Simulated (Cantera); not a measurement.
Charge: 1 mol SiF4, 0.37 mol O2, a varied amount of N2, at 600 °C and 0.000230 bar.

Cantera equilibrium calculation (NASA polynomials, part measured and part estimated; ideal gas, pure solids and liquids). Candidate condensed phases: Si, SiO2, Si2N2O, Si3N4; 28 gas species. Rates play no part.

At 12 mol N2, list the 3 most abundant gas species with their mole fractions, and the condensed phases.

N2 0.898, SiF4 0.0748, O2 0.0277. Condensed: gas only.
